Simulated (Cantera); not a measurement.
An adiabatic, constant-volume homogeneous reactor starts with H2 : O2 : N2 = 1 : 0.455 : 1.71 (molar parts), at 1723 K and 5.00 bar. Integrator tolerance rtol = 1e-08.

Model: GRI-Mech 3.0 (53 species, 325 reactions), integrated in Cantera. The hydrogen kinetics of GRI-Mech 3.0 are dated; newer H2 mechanisms differ, most at raised pressure. Above 3000 K some thermodynamic fits are extrapolated.

```tsv
quantity	before	after
time of steepest temperature rise	1.41 µs	4.98 ms
temperature at 0.200 s	3228 K	3062 K
equilibrium temperature	3228 K	3062 K
x(H2) at 0.200 s	0.0752 (gas-phase equilibrium 0.0752)	0.0580 (gas-phase equilibrium 0.0580)
x(O2) at 0.200 s	0.0102 (gas-phase equilibrium 0.0102)	0.00553 (gas-phase equilibrium 0.00553)
x(H) at 0.200 s	0.0287 (gas-phase equilibrium 0.0287)	0.0127 (gas-phase equilibrium 0.0127)
x(H2O) at 0.200 s	0.241 (gas-phase equilibrium 0.241)	0.283 (gas-phase equilibrium 0.283)
x(O) at 0.200 s	0.00815 (gas-phase equilibrium 0.00815)	0.00287 (gas-phase equilibrium 0.00287)
x(NO) at 0.200 s	0.0118 (gas-phase equilibrium 0.0118)	0.00736 (gas-phase equilibrium 0.00736)
x(NO2) at 0.200 s	3.77e-6 (gas-phase equilibrium 3.77e-6)	2.40e-6 (gas-phase equilibrium 2.40e-6)
```

Task: Name the change that produced these shifts.
A. initial temperature 1723 to 1025 K
B. H2 1 to 0.78 parts
C. constant pressure in place of constant volume
D. pressure from 5.00 bar to 1.01 bar

Result: A, initial temperature 1723 to 1025 K
